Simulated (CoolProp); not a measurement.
R124 along the isobar 1800 kPa: fugacity coefficient from the reference equation and from simpler models built on Tc = 395.4 K, pc = 3624 kPa, ω = 0.288; each cubic takes its own stable root.

Model: reference Helmholtz-energy equation of state, de Vries 1995, in CoolProp.

```csv
T (K),phase,reference,Redlich-Kwong,Peng-Robinson
132.3,liquid,2.916e-7,2.265e-6,4.713e-7
148.2,liquid,5.248e-6,3.317e-5,7.202e-6
164.1,liquid,5.000e-5,0.0002547,6.144e-5
180,liquid,0.0003012,0.001246,0.0003435
195.9,liquid,0.001291,0.004408,0.001400
211.8,liquid,0.004272,0.01225,0.004480
227.7,liquid,0.01156,0.02833,0.01186
243.5,liquid,0.02655,0.05663,0.02688
259.4,liquid,0.05396,0.1016,0.05422
275.3,liquid,0.09879,0.1665,0.09888
291.2,liquid,0.1660,0.2535,0.1658
```
